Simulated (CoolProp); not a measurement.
Vapour-liquid equilibrium of R227EA (1) + n-butane (2) at 312.3 K; x and y are mole fractions of (1).

Model: multi-fluid Helmholtz-energy mixture model, Lemmon 2016 and Bücker 2006; pair parameters Bell 2016, in CoolProp.

Give the bubble pressure and the first vapour's composition at x = 0.125, 0.725, 0.95. Is there an azeotrope?

x = 0.125: 0.5741 MPa, y = 0.389; x = 0.725: 0.7595 MPa, y = 0.718; x = 0.95: 0.7128 MPa, y = 0.924. y crosses x between x = 0.65 and 0.725: the model has an azeotrope there.

The pair parameters rest on a limited set of measurements; away from them the model extrapolates.
